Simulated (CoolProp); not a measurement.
Aqueous potassium carbonate as a coolant, at 10 °C, 1 atm.

Model: Melinder's fits for secondary coolants, in CoolProp.

```json
[
 {"mass %": "2.8", "freezing point (°C)": "-0.9", "Prandtl number": "9.54", "cp (kJ/(kg K))": "4.011", "viscosity (mPa s)": "1.38", "conductivity (W/(m K))": "0.579"},
 {"mass %": "5.9", "freezing point (°C)": "-2.0", "Prandtl number": "9.81", "cp (kJ/(kg K))": "3.851", "viscosity (mPa s)": "1.47", "conductivity (W/(m K))": "0.576"},
 {"mass %": "8.9", "freezing point (°C)": "-3.2", "Prandtl number": "10.2", "cp (kJ/(kg K))": "3.721", "viscosity (mPa s)": "1.57", "conductivity (W/(m K))": "0.573"},
 {"mass %": "12", "freezing point (°C)": "-4.5", "Prandtl number": "10.7", "cp (kJ/(kg K))": "___", "viscosity (mPa s)": "1.70", "conductivity (W/(m K))": "0.570"},
 {"mass %": "15", "freezing point (°C)": "-5.9", "Prandtl number": "11.3", "cp (kJ/(kg K))": "3.484", "viscosity (mPa s)": "1.84", "conductivity (W/(m K))": "0.567"},
 {"mass %": "18.1", "freezing point (°C)": "-7.6", "Prandtl number": "12.0", "cp (kJ/(kg K))": "3.366", "viscosity (mPa s)": "2.02", "conductivity (W/(m K))": "0.564"},
 {"mass %": "21.1", "freezing point (°C)": "-9.6", "Prandtl number": "12.9", "cp (kJ/(kg K))": "___", "viscosity (mPa s)": "___", "conductivity (W/(m K))": "0.561"},
 {"mass %": "24.2", "freezing point (°C)": "___", "Prandtl number": "___", "cp (kJ/(kg K))": "3.137", "viscosity (mPa s)": "2.50", "conductivity (W/(m K))": "0.558"},
 {"mass %": "27.3", "freezing point (°C)": "-15.2", "Prandtl number": "15.5", "cp (kJ/(kg K))": "___", "viscosity (mPa s)": "2.84", "conductivity (W/(m K))": "0.555"},
 {"mass %": "30.3", "freezing point (°C)": "-19.0", "Prandtl number": "17.4", "cp (kJ/(kg K))": "2.933", "viscosity (mPa s)": "3.27", "conductivity (W/(m K))": "0.552"},
 {"mass %": "33.4", "freezing point (°C)": "-23.8", "Prandtl number": "19.9", "cp (kJ/(kg K))": "2.846", "viscosity (mPa s)": "3.84", "conductivity (W/(m K))": "0.549"},
 {"mass %": "36.4", "freezing point (°C)": "-29.4", "Prandtl number": "23.2", "cp (kJ/(kg K))": "2.773", "viscosity (mPa s)": "4.56", "conductivity (W/(m K))": "0.545"}
]
```

Task: What belongs in the gaps?

Result: 
- 12, cp (kJ/(kg K)): 3.599
- 21.1, cp (kJ/(kg K)): 3.252
- 21.1, viscosity (mPa s): 2.23
- 24.2, freezing point (°C): -12.1
- 24.2, Prandtl number: 14.0
- 27.3, cp (kJ/(kg K)): 3.029
